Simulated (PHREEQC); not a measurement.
A made-up water analysis in mg/L, 20 °C, pH 7.17, pe 10.7: Na 111; K 0.192; Ca 86.8; Mg 18.4; Cl 66.7; S(6) as SO4 142; Alkalinity as HCO3 355; Sr 23.3.

Valence states are taken as typed.

Model: ion-association model, wateq4f.dat, run in PHREEQC.

```
Item                           Value
--------------------  --------------
ionic strength        0.0143 mol/kgw
charge-balance error           2.7 %
```

| species | molality | activity | log γ |
|---|---|---|---|
| HCO3- | 0.00567 | 0.00505 | -0.050 |
| Na+ | 0.00480 | 0.00427 | -0.051 |
| Ca+2 | 0.00191 | 0.00120 | -0.200 |
| Cl- | 0.00188 | 0.00167 | -0.053 |
| SO4-2 | 0.00120 | 0.000755 | -0.203 |
| CO2 | 0.000821 | 0.000823 | 0.001 |
| Mg+2 | 0.000663 | 0.000422 | -0.196 |
| Sr+2 | 0.000235 | 0.000148 | -0.199 |
| CaSO4 | 0.000172 | 0.000173 | 0.001 |
| CaHCO3+ | 7.99e-5 | 7.13e-5 | -0.049 |
| MgSO4 | 6.53e-5 | 6.55e-5 | 0.001 |
| MgHCO3+ | 2.76e-5 | 2.45e-5 | -0.052 |
| SrSO4 | 2.05e-5 | 2.06e-5 | 0.001 |
| NaSO4- | 1.75e-5 | 1.56e-5 | -0.050 |

Precipitation was switched off in this run.
